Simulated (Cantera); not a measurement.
A freely propagating, adiabatic, planar premixed flame of 37.1 % H2, 13.2 % O2, 49.7 % N2, equivalence ratio 1.4, unburnt at 375 K and 0.370 bar; mixture-averaged transport, grid criteria slope 0.08 and curve 0.16, no radiation.

Model: the H2/O2 subset of GRI-Mech 3.0, which has no nitrogen chemistry, integrated in Cantera. Burning velocities carry a grid error of a few per cent, more on coarse grids.

x: mole fraction of selected species; z is measured from the peak of heat release.

```json
[
 {"z (mm)": "-4.19", "T (K)": "375", "u (m/s)": "3.81", "x H2": "0.371", "x O2": "0.132", "x H": "<1e-8", "x OH": "<1e-8", "x H2O2": "<1e-8", "x O": "<1e-8"},
 {"z (mm)": "-2.79", "T (K)": "375", "u (m/s)": "3.81", "x H2": "0.371", "x O2": "0.132", "x H": "<1e-8", "x OH": "<1e-8", "x H2O2": "<1e-8", "x O": "<1e-8"},
 {"z (mm)": "-2.10", "T (K)": "375", "u (m/s)": "3.81", "x H2": "0.371", "x O2": "0.132", "x H": "<1e-8", "x OH": "<1e-8", "x H2O2": "<1e-8", "x O": "<1e-8"},
 {"z (mm)": "-1.40", "T (K)": "375", "u (m/s)": "3.81", "x H2": "0.371", "x O2": "0.132", "x H": "<1e-8", "x OH": "<1e-8", "x H2O2": "<1e-8", "x O": "<1e-8"},
 {"z (mm)": "-0.698", "T (K)": "380", "u (m/s)": "3.85", "x H2": "0.369", "x O2": "0.133", "x H": "7.24e-6", "x OH": "6.15e-6", "x H2O2": "1.94e-6", "x O": "[?]"},
 {"z (mm)": "-0.349", "T (K)": "618", "u (m/s)": "6.11", "x H2": "0.338", "x O2": "0.128", "x H": "0.00561", "x OH": "0.000897", "x H2O2": "4.44e-5", "x O": "[?]"},
 {"z (mm)": "0", "T (K)": "1091", "u (m/s)": "10.4", "x H2": "0.225", "x O2": "0.0899", "x H": "0.0493", "x OH": "0.00215", "x H2O2": "1.60e-6", "x O": "[?]"},
 {"z (mm)": "0.349", "T (K)": "1400", "u (m/s)": "13.2", "x H2": "0.117", "x O2": "0.0266", "x H": "0.0883", "x OH": "0.00605", "x H2O2": "1.25e-6", "x O": "[?]"},
 {"z (mm)": "0.698", "T (K)": "1531", "u (m/s)": "14.4", "x H2": "0.0963", "x O2": "0.0106", "x H": "0.0895", "x OH": "0.00792", "x H2O2": "9.33e-7", "x O": "[?]"},
 {"z (mm)": "1.40", "T (K)": "1664", "u (m/s)": "15.5", "x H2": "0.0986", "x O2": "0.00722", "x H": "0.0770", "x OH": "0.00949", "x H2O2": "5.82e-7", "x O": "[?]"},
 {"z (mm)": "2.79", "T (K)": "1805", "u (m/s)": "16.6", "x H2": "0.104", "x O2": "0.00548", "x H": "0.0615", "x OH": "0.0105", "x H2O2": "3.11e-7", "x O": "[?]"},
 {"z (mm)": "5.59", "T (K)": "1947", "u (m/s)": "17.7", "x H2": "0.108", "x O2": "0.00373", "x H": "0.0464", "x OH": "0.0106", "x H2O2": "1.59e-7", "x O": "[?]"},
 {"z (mm)": "11.2", "T (K)": "2075", "u (m/s)": "18.7", "x H2": "0.111", "x O2": "0.00222", "x H": "0.0330", "x OH": "0.00954", "x H2O2": "8.46e-8", "x O": "[?]"}
]
```

Q: Fill in the missing entries.

A: 
- -0.698, x O: 8.10e-7
- -0.349, x O: 0.000148
- 0, x O: 0.00404
- 0.349, x O: 0.00770
- 0.698, x O: 0.00691
- 1.40, x O: 0.00603
- 2.79, x O: 0.00482
- 5.59, x O: 0.00337
- 11.2, x O: 0.00203
